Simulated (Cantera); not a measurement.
Feed: 1 mol Cu₂O, 0.48 mol CH₄, 2.7 mol CO, held at 2050 K and 350000 Pa.

Method: chemical equilibrium by Gibbs-energy minimisation in Cantera with the NASA 1993 tables (ideal gas, pure condensed phases). Candidate condensed phases: C, C₆H₆, C₇H₈, C₈H₁₈, Cu, CuO, Cu(OH)₂, Cu₂O, H₂O; 113 gas species. The numbers say what is thermodynamically allowed, not how fast it happens.

Base state: CO 0.707, H₂ 0.165, H₂O 0.0660, CO₂ 0.0593, Cu 0.00194, H 0.000493, OH 2.15e-5 (mole fractions); condensed: Cu(l).

Task: What changes in the equilibrium state with this change: Cu₂O replaced by Fe₃O₄?

Result: 
```csv
species,before,after
CO,0.707,0.698
H₂,0.165,0.157
H₂O,0.0660,0.0743
CO₂,0.0593,0.0693
Fe,0,0.000180
Cu,0.00194,0
Fe(OH)₂,0,3.65e-5
OH,2.15e-5,2.48e-5
H,0.000493,0.000481
"Cu(l), mol",1.99,0
"Fe(l), mol",0,0.0742
"FeO(l), mol",0,2.92
```
Each liquid is taken as pure. Mutual solubility and eutectic melting of coexisting phases are not modelled. The tables' stoichiometric FeO is somewhat more stable than real wüstite, so its field is too wide. FeO: taken at fixed stoichiometry. Further candidate phases: Fe, Fe(CO)₅, FeO, Fe(OH)₂, Fe(OH)₃, Fe₂O₃, Fe₃O₄.

Task: What changes in the equilibrium state with this change: temperature from 2050 K to 1950 K?

Result: 
| species | before | after |
|---|---|---|
| CO | 0.707 | 0.706 |
| H₂ | 0.165 | 0.167 |
| H₂O | 0.0660 | 0.0641 |
| CO₂ | 0.0593 | 0.0614 |
| Cu | 0.00194 | 0.000763 |
| OH | 2.15e-5 | 8.71e-6 |
| H | 0.000493 | 0.000251 |
| Cu(l), mol | 1.99 | 2.00 |

Task: What changes in the equilibrium state with this change: temperature from 2050 K to 1548 K?

Result: 
```json
[
 {"species": "CO", "before": "0.707", "after": "0.695"},
 {"species": "H₂", "before": "0.165", "after": "0.179"},
 {"species": "CO₂", "before": "0.0593", "after": "0.0731"},
 {"species": "H₂O", "before": "0.0660", "after": "0.0526"},
 {"species": "Cu", "before": "0.00194", "after": "5.14e-6"},
 {"species": "OH", "before": "2.15e-5", "after": "6.82e-8"},
 {"species": "H", "before": "0.000493", "after": "6.97e-6"},
 {"species": "Cu(l), mol", "before": "1.99", "after": "2.00"}
]
```
